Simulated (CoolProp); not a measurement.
Vapour-liquid equilibrium of n-hexane (1) + m-xylene (2) at 37.85 °C; x and y are mole fractions of (1).

Model: multi-fluid Helmholtz-energy mixture model, Thol 2019 and Zhou 2012; pair parameters Bell 2016, in CoolProp.

Question: Give the bubble pressure and the first vapour's composition at x = 0.25, 0.85, 0.95. Is there an azeotrope?

Answer: x = 0.25: 0.1232 bar, y = 0.863; x = 0.85: 0.3031 bar, y = 0.983; x = 0.95: 0.3284 bar, y = 0.994. No azeotrope shows between x = 0.05 and 0.95.

Pair parameters are fitted to limited data, so mixtures are less certain than the pure fluids.
